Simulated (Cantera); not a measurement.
A Cantera script and what it prints.

```python
import numpy as np
import cantera as ct

gas_names = """
    N2 ALF3 F2 N AL
""".split()
cond_names = """
    ALN(s)
""".split()


# ... load() reads the species with a 1 bar reference pressure and builds the phases ...
species = {s.name: s for s in load("nasa_gas.yaml", gas_names) + load("nasa_condensed.yaml", cond_names)}
# Each term lists the table entries of one substance; the one whose range holds T is used.
reactions = {
    'N2(g) + 2 AlF3(g) = 2 AlN + 3 F2(g)':
        [(-1, ['N2']), (-2, ['ALF3']), (2, ['ALN(s)']), (3, ['F2'])],
    'N(g) + Al(g) = AlN':
        [(-1, ['N']), (-1, ['AL']), (1, ['ALN(s)'])],
}


def pick(names, T):
    return next(species[n] for n in names if species[n].thermo.min_temp <= T <= species[n].thermo.max_temp)


results = []
for label, terms in reactions.items():
    print(label)
    print("     T/K   dH/kJ  dS/(J/K)   dG/kJ   log10 K")
    for T in [1273, 1348, 1423, 1498, 1573, 1648, 1723, 1798, 1873]:
        used = [(nu, pick(names, T)) for nu, names in terms]
        dH = sum(nu * s.thermo.h(T) for nu, s in used) / 1e6
        dS = sum(nu * s.thermo.s(T) for nu, s in used) / 1e3
        dG = dH - T * dS / 1e3
        logK = -dG * 1e6 / (ct.gas_constant * T * np.log(10))
        results.append((label, T, dH, dS, dG, logK, [s.name for _, s in used]))
        print(f"{T:8g} {dH:8.1f} {dS:8.1f} {dG:8.1f} {logK:8.2f}")
```

It prints:

```
N2(g) + 2 AlF3(g) = 2 AlN + 3 F2(g)
     T/K   dH/kJ  dS/(J/K)   dG/kJ   log10 K
    1273   1795.4    -80.1   1897.3   -77.85
    1348   1796.7    -79.1   1903.3   -73.75
    1423   1798.1    -78.1   1909.2   -70.08
    1498   1799.4    -77.2   1915.0   -66.77
    1573   1800.8    -76.3   1920.8   -63.78
    1648   1802.2    -75.4   1926.5   -61.06
    1723   1803.6    -74.6   1932.1   -58.57
    1798   1805.0    -73.8   1937.6   -56.29
    1873   1806.4    -73.0   1943.2   -54.19
N(g) + Al(g) = AlN
     T/K   dH/kJ  dS/(J/K)   dG/kJ   log10 K
    1273  -1117.4   -296.6   -739.9    30.36
    1348  -1116.8   -296.1   -717.6    27.81
    1423  -1116.1   -295.6   -695.5    25.53
    1498  -1115.5   -295.2   -673.3    23.48
    1573  -1114.8   -294.7   -651.2    21.62
    1648  -1114.1   -294.3   -629.1    19.94
    1723  -1113.4   -293.9   -607.0    18.40
    1798  -1112.7   -293.5   -585.0    16.99
    1873  -1112.0   -293.1   -563.0    15.70
```

Standard-state values (1 bar) from the NASA 1993 polynomials, evaluated with Cantera. Condensed species are held in their standard states even where they would react or evaporate.
